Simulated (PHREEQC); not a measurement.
# Metal-bearing waste water

A solution holds 0.13 mol Al2(SO4)3, 0.00028 mol H2SO4 and 0.028 mol Na2SO4 per kg of water, at 25 °C. Closed to the air; pH follows from the charge balance.

All values are PHREEQC results (ion-association model, phreeqc.dat), not measurements.

Each row changes one thing in this solution. Precipitation was switched off in this run.

| case | pH | ionic strength (mol/kgw) | Al(SO4)2- (mol/kgw) | SO4-2 (mol/kgw) | Na+ (mol/kgw) | Al+3 (mol/kgw) | SI of Gibbsite (Al(OH)3) |
|---|---|---|---|---|---|---|---|
| as made | 3.64 | 0.396 | 0.0892 | 0.0821 | 0.0511 | 0.0181 | +0.04 |
| temperature from 25 to 50 °C | 3.53 | 0.380 | 0.0906 | 0.0781 | 0.0509 | 0.0158 | +0.92 |
| temperature from 25 to 90 °C | 3.29 | 0.377 | 0.0897 | 0.0766 | 0.0507 | 0.0141 | +1.77 |
| H2SO4 left out | 3.86 | 0.396 | 0.0892 | 0.0822 | 0.0511 | 0.0181 | +0.70 |
| Na2SO4 from 0.028 to 0.056 mol/kgw | 3.67 | 0.443 | 0.0960 | 0.0956 | 0.101 | 0.0163 | +0.08 |
| Na2SO4 from 0.028 to 0.0056 mol/kgw | 3.60 | 0.360 | 0.0831 | 0.0717 | 0.0103 | 0.0200 | +0.00 |

Some of these states are supersaturated (in Gibbsite (slow to form), for instance). Away from 25 °C the constants follow the database's enthalpies or fits; those with neither stay at their 25 °C values.
